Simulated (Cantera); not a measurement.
A closed system holds: 1 mol Si₂H₆, 1.2 mol HCl, 620 mol H₂, held at 923 K and 0.00140 bar.

Method: chemical equilibrium by Gibbs-energy minimisation in Cantera with the NASA 1993 tables (ideal gas, pure condensed phases). Candidate condensed phases: Si; 19 gas species. The feed counts by its element totals alone. Kinetics and transport are ignored.

Base state: H₂ 0.998, HCl 0.00190 (mole fractions); condensed: Si(s).

Q: What changes in the equilibrium state with this change: Si₂H₆ replaced by SiCl₄?

A: 
```json
[
 {"species": "H₂", "before": "0.998", "after": "0.993"},
 {"species": "HCl", "before": "0.00190", "after": "0.00680"},
 {"species": "SiCl₄", "before": "1.44e-6", "after": "0.000241"},
 {"species": "SiCl₃", "before": "4.31e-7", "after": "2.00e-5"},
 {"species": "SiHCl₃", "before": "2.71e-6", "after": "0.000126"},
 {"species": "SiCl₂", "before": "5.17e-6", "after": "6.69e-5"},
 {"species": "Si(s), mol", "before": "1.99", "after": "0.713"}
]
```
The tables' values for SiCl₃ are old estimates; treat these amounts as uncertain.
